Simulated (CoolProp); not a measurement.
A simple Rankine cycle with ammonia: condensing at 292.15 K, boiler at 6.85 MPa, turbine inlet 417.8 K, turbine efficiency 0.8, pump efficiency 0.8, no recuperator. Each further row changes one setting.

Values from CoolProp's reference Helmholtz-energy equation of state, Gao 2020.

| case | thermal efficiency (%) | net work (kJ/kg) | heat in (kJ/kg) | turbine exit temperature (K) | volume ratio over the turbine |
|---|---|---|---|---|---|
| as stated | 15.7 | ___ | 1330 | 292.2 | 6.38 |
| turbine inlet 437.8 K | 16.2 | ___ | ___ | 292.2 | ___ |
| condensing temperature 284.15 K | 17.0 | 234 | ___ | 284.1 | 8.12 |
| boiler pressure 4.79 MPa | 14.0 | 196 | 1400 | 297.2 | 4.39 |
| turbine efficiency 0.7 | ___ | 182 | 1330 | 292.2 | ___ |

Q: What belongs in the gaps?

A: 
- as stated, net work (kJ/kg): 210
- turbine inlet 437.8 K, net work (kJ/kg): 228
- turbine inlet 437.8 K, heat in (kJ/kg): 1410
- turbine inlet 437.8 K, volume ratio over the turbine: 6.03
- condensing temperature 284.15 K, heat in (kJ/kg): 1370
- turbine efficiency 0.7, thermal efficiency (%): 13.6
- turbine efficiency 0.7, volume ratio over the turbine: 6.53

The expansion ends wet for: as stated; turbine inlet 437.8 K; condensing temperature 284.15 K; turbine efficiency 0.7.
